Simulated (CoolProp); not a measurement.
Properties of carbon monoxide along the isotherm -108.65 °C.

Model: reference Helmholtz-energy equation of state, Lemmon 2006, in CoolProp. It is a short technical equation, of lower accuracy than the large ones.

| p (MPa) | phase | density (kg/m³) | cv (kJ/(kg K)) | Joule-Thomson coefficient (K/MPa) | expansivity (1/kK) | fugacity coefficient |
|---|---|---|---|---|---|---|
| 0.0553 | gas | 1.136 | 0.7430 | 7.382 | 6.132 | 0.9972 |
| 0.114 | gas | 2.348 | 0.7438 | 7.380 | 6.189 | 0.9943 |
| 0.233 | gas | 4.828 | 0.7456 | 7.375 | 6.308 | 0.9884 |
| 0.479 | gas | 10.05 | 0.7491 | 7.363 | 6.564 | 0.9762 |
| 0.984 | gas | 21.21 | 0.7568 | 7.325 | 7.143 | 0.9516 |
| 2.02 | gas | 46.20 | 0.7739 | 7.181 | 8.596 | 0.9023 |
| 4.15 | supercritical | 109.2 | 0.8146 | 6.483 | 13.20 | 0.8067 |
| 8.52 | supercritical | 294.1 | 0.8830 | 3.206 | 22.69 | 0.6420 |
| 17.5 | supercritical | 489.1 | 0.8895 | 0.4942 | 9.244 | 0.4916 |
